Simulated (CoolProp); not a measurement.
R245fa along the isotherm 440 K: density (kg/m³) from the reference equation and from simpler models built on Tc = 427.0 K, pc = 3651 kPa, ω = 0.378; each cubic takes its own stable root.

Model: reference Helmholtz-energy equation of state, Akasaka 2015, in CoolProp.

```json
[
 {"p (kPa)": "3320", "phase": "gas", "reference": "191.8", "ideal gas": "121.6", "Redlich-Kwong": "194.5", "Soave-Redlich-Kwong": "189.7"},
 {"p (kPa)": "6640", "phase": "supercritical", "reference": "821.6", "ideal gas": "243.3", "Redlich-Kwong": "703.0", "Soave-Redlich-Kwong": "680.1"},
 {"p (kPa)": "9960", "phase": "supercritical", "reference": "919.0", "ideal gas": "364.9", "Redlich-Kwong": "812.6", "Soave-Redlich-Kwong": "798.1"},
 {"p (kPa)": "13300", "phase": "supercritical", "reference": "972.5", "ideal gas": "487.3", "Redlich-Kwong": "878.4", "Soave-Redlich-Kwong": "867.2"},
 {"p (kPa)": "16600", "phase": "supercritical", "reference": "1010", "ideal gas": "608.2", "Redlich-Kwong": "925.9", "Soave-Redlich-Kwong": "916.5"},
 {"p (kPa)": "19900", "phase": "supercritical", "reference": "1040", "ideal gas": "729.2", "Redlich-Kwong": "963.7", "Soave-Redlich-Kwong": "955.5"},
 {"p (kPa)": "23200", "phase": "supercritical", "reference": "1065", "ideal gas": "850.1", "Redlich-Kwong": "995.0", "Soave-Redlich-Kwong": "987.7"},
 {"p (kPa)": "26600", "phase": "supercritical", "reference": "1086", "ideal gas": "974.7", "Redlich-Kwong": "1023", "Soave-Redlich-Kwong": "1016"},
 {"p (kPa)": "29900", "phase": "supercritical", "reference": "1105", "ideal gas": "1096", "Redlich-Kwong": "1046", "Soave-Redlich-Kwong": "1040"},
 {"p (kPa)": "33200", "phase": "supercritical", "reference": "1122", "ideal gas": "1216", "Redlich-Kwong": "1067", "Soave-Redlich-Kwong": "1061"},
 {"p (kPa)": "36500", "phase": "supercritical", "reference": "1137", "ideal gas": "1337", "Redlich-Kwong": "1085", "Soave-Redlich-Kwong": "1080"}
]
```
